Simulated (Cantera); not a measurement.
**Equilibrium for roasting and sulfation: MgO + O₂ + H₂S**

A closed system holds: 1 mol MgO, a varied amount of O₂, 0.23 mol H₂S, at 1073.15 K and 16.0 bar.

Cantera equilibrium calculation (NASA polynomials, part measured and part estimated; ideal gas, pure solids and liquids). Candidate condensed phases: H₂O, H₂SO₄, Mg, MgO, Mg(OH)₂, MgS, MgSO₄, S; 26 gas species. Mutual solubility and eutectic melting of coexisting phases are not modelled. Gases not in the tables: S₃ to S₇. Kinetics and transport are ignored.

At 0.32 mol O₂ the condensed part is MgO(s). From 0.4 mol O₂ to 6.1 mol O₂ the condensed part is MgO(s) + MgSO₄(s).

```csv
n(O₂) (mol),x O₂,x H₂O,x SO₂,x H₂S,x S₂,x S₂O,n MgO(s),n MgSO₄(s)
0.32,<1e-12,0.498,0.468,0.0181,0.0122,0.00284,1.00,0
0.4,7.63e-12,0.657,0.343,1.90e-6,3.40e-8,1.66e-7,0.890,0.110
0.52,0.207,0.793,2.08e-6,<1e-12,<1e-12,<1e-12,0.770,0.230
0.66,0.465,0.535,1.39e-6,<1e-12,<1e-12,<1e-12,0.770,0.230
0.85,0.629,0.371,1.19e-6,<1e-12,<1e-12,<1e-12,0.770,0.230
1.1,0.736,0.264,1.10e-6,<1e-12,<1e-12,<1e-12,0.770,0.230
1.4,0.803,0.197,1.06e-6,<1e-12,<1e-12,<1e-12,0.770,0.230
1.8,0.854,0.146,1.03e-6,<1e-12,<1e-12,<1e-12,0.770,0.230
2.3,0.889,0.111,1.00e-6,<1e-12,<1e-12,<1e-12,0.770,0.230
2.9,0.914,0.0861,9.91e-7,<1e-12,<1e-12,<1e-12,0.770,0.230
3.7,0.934,0.0663,9.80e-7,<1e-12,<1e-12,<1e-12,0.770,0.230
4.7,0.949,0.0515,9.73e-7,<1e-12,<1e-12,<1e-12,0.770,0.230
6.1,0.961,0.0392,9.66e-7,<1e-12,<1e-12,<1e-12,0.770,0.230
```
x: gas mole fraction; n: condensed amount in mol.
